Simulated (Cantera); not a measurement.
An isothermal, constant-pressure homogeneous reactor starts with H₂ : O₂ = 0.019 : 1 (molar parts), at 1323 K and 2.48 Torr. Integrator tolerance rtol = 1e-08.

Model: the H2/O2 subset of GRI-Mech 3.0, which has no nitrogen chemistry, integrated in Cantera. Radical loss at walls, strong at low pressure, is not modelled.

Question: What does this change do: H2 0.019 to 0.024 parts?

Answer: 
```tsv
quantity	before	after
x(H₂) at 5.00 s	3.63e-5 (gas-phase equilibrium 4.31e-8)	4.33e-5 (gas-phase equilibrium 5.45e-8)
x(O₂) at 5.00 s	0.977 (gas-phase equilibrium 0.981)	0.972 (gas-phase equilibrium 0.976)
x(OH) at 5.00 s	0.00105 (gas-phase equilibrium 3.64e-5)	0.00115 (gas-phase equilibrium 4.08e-5)
x(H₂O) at 5.00 s	0.0181 (gas-phase equilibrium 0.0188)	0.0230 (gas-phase equilibrium 0.0237)
x(O) at 5.00 s	0.00400 (gas-phase equilibrium 4.62e-6)	0.00375 (gas-phase equilibrium 4.61e-6)
```

Question: What does this change do: pressure from 2.48 Torr to 20.0 Torr?

Answer: 
```csv
quantity,before,after
x(H₂) at 5.00 s,3.63e-5 (gas-phase equilibrium 4.31e-8),7.34e-8 (gas-phase equilibrium 1.52e-8)
x(O₂) at 5.00 s,0.977 (gas-phase equilibrium 0.981),0.981 (gas-phase equilibrium 0.981)
x(OH) at 5.00 s,0.00105 (gas-phase equilibrium 3.64e-5),4.74e-5 (gas-phase equilibrium 2.16e-5)
x(H₂O) at 5.00 s,0.0181 (gas-phase equilibrium 0.0188),0.0188 (gas-phase equilibrium 0.0188)
x(O) at 5.00 s,0.00400 (gas-phase equilibrium 4.62e-6),7.82e-6 (gas-phase equilibrium 1.62e-6)
```
